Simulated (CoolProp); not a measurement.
Properties of vinyl chloride along the isobar 22.8 bar (Tc = 425.0 K, pc = 56.00 bar, ω = 0.160).

Computed with CoolProp (reference Helmholtz-energy equation of state, Thol 2022).

| T (K) | phase | cp (kJ/(kg K)) | speed of sound (m/s) | Joule-Thomson coefficient (K/MPa) | fugacity coefficient |
|---|---|---|---|---|---|
| 314.5 | liquid | 1.558 | 800.2 | -0.2118 | 0.2602 |
| 327.4 | liquid | 1.596 | 736.5 | -0.1414 | 0.3504 |
| 340.2 | liquid | 1.646 | 671.7 | (withheld) | 0.4569 |
| 353 | liquid | 1.716 | 604.0 | 0.08609 | (withheld) |
| 365.8 | liquid | 1.823 | 531.6 | 0.2888 | 0.7193 |
| 378.7 | gas | 1.404 | 195.6 | 18.31 | 0.8085 |
| 391.5 | gas | 1.330 | 205.3 | 15.86 | (withheld) |
| 404.3 | gas | (withheld) | 213.7 | 13.97 | 0.8460 |
| 417.2 | gas | 1.267 | 221.1 | 12.45 | (withheld) |
| 430 | gas | 1.256 | 227.8 | (withheld) | 0.8743 |

Problem. Complete the blanks.

Solution. 
- 340.2, Joule-Thomson coefficient (K/MPa): -0.04719
- 353, fugacity coefficient: 0.5802
- 391.5, fugacity coefficient: 0.8287
- 404.3, cp (kJ/(kg K)): 1.290
- 417.2, fugacity coefficient: 0.8611
- 430, Joule-Thomson coefficient (K/MPa): 11.21
